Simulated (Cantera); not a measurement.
Cantera run, input and output.

```python
import numpy as np
import cantera as ct

gas = ct.Solution("gri30.yaml")
gas.TPX = 1375, 84000, {'CH4': 1, 'O2': 1.43, 'N2': 5.37, 'CO2': 0.17}
reactor = ct.IdealGasConstPressureReactor(gas, energy="on", clone=False)
net = ct.ReactorNet([reactor])
net.rtol, net.atol = 1e-08, 1e-16
show = ['CH4', 'O2', 'H', 'NO2', 'CH2', 'HCO']
times = np.geomspace(4e-06, 0.3, 13)

steps = ct.SolutionArray(gas, extra=["t"])
rows = []
print(f"{'t/s':>10s}{'T/K':>9s}{'P/Pa':>11s}" + "".join(f"{s:>11s}" for s in show))
for t in times:
    while net.time < t:
        t_next = net.step()
        steps.append(gas.state, t=t_next)
    rows.append([np.interp(t, steps.t, y) for y in (steps.T, steps.P, *steps(*show).X.T)])
    print(f"{t:10.3e}{rows[-1][0]:9.1f}{rows[-1][1]:11.4g}" + "".join(f"{x:11.3e}" for x in rows[-1][2:]))
rate = np.gradient(steps.T, steps.t)
print("integrator steps:", len(steps.t))
if steps.T.max() > steps.T[0] + 200:
    print(f"time of steepest temperature rise: {steps.t[rate.argmax()]:.4e} s")
gas.TPX = 1375, 84000, {'CH4': 1, 'O2': 1.43, 'N2': 5.37, 'CO2': 0.17}
gas.equilibrate("HP")
print(f"equilibrium (HP): T = {gas.T:.1f} K  " + "  ".join(f"{s} {gas[s].X[0]:.3e}" for s in show))
```

Output:

```
       t/s      T/K       P/Pa        CH4         O2          H        NO2        CH2        HCO
 4.000e-06   1375.0    8.4e+04  1.255e-01  1.794e-01  1.101e-09  1.121e-24  3.567e-16  1.220e-15
 1.019e-05   1375.0    8.4e+04  1.255e-01  1.794e-01  1.164e-09  2.774e-23  1.504e-15  8.636e-15
 2.598e-05   1375.0    8.4e+04  1.255e-01  1.794e-01  1.337e-09  5.973e-22  8.633e-15  6.128e-14
 6.620e-05   1375.0    8.4e+04  1.255e-01  1.794e-01  1.889e-09  1.403e-20  6.907e-14  4.771e-13
 1.687e-04   1375.0    8.4e+04  1.255e-01  1.794e-01  4.145e-09  4.056e-19  7.639e-13  4.830e-12
 4.299e-04   1375.0    8.4e+04  1.254e-01  1.794e-01  1.423e-08  1.270e-17  1.059e-11  7.600e-11
 1.095e-03   1375.6    8.4e+04  1.252e-01  1.793e-01  4.340e-08  3.205e-16  7.171e-11  1.091e-09
 2.792e-03   1379.9    8.4e+04  1.241e-01  1.786e-01  1.545e-07  1.269e-14  2.831e-10  9.665e-09
 7.114e-03   2616.7    8.4e+04  4.568e-14  2.544e-03  1.306e-02  2.570e-08  9.595e-14  1.066e-07
 1.813e-02   2638.3    8.4e+04  7.777e-14  1.819e-03  1.095e-02  1.536e-07  1.255e-13  9.500e-08
 4.620e-02   2638.0    8.4e+04  7.797e-14  1.812e-03  1.094e-02  1.575e-07  1.255e-13  9.498e-08
 1.177e-01   2638.0    8.4e+04  7.797e-14  1.812e-03  1.094e-02  1.575e-07  1.255e-13  9.498e-08
 3.000e-01   2638.0    8.4e+04  7.797e-14  1.812e-03  1.094e-02  1.575e-07  1.255e-13  9.498e-08
integrator steps: 2197
time of steepest temperature rise: 6.5444e-03 s
equilibrium (HP): T = 2638.0 K  CH4 9.335e-14  O2 1.812e-03  H 1.094e-02  NO2 1.575e-07  CH2 1.328e-13  HCO 9.498e-08
```

Detailed kinetics in Cantera: GRI-Mech 3.0 (53 species, 325 reactions).
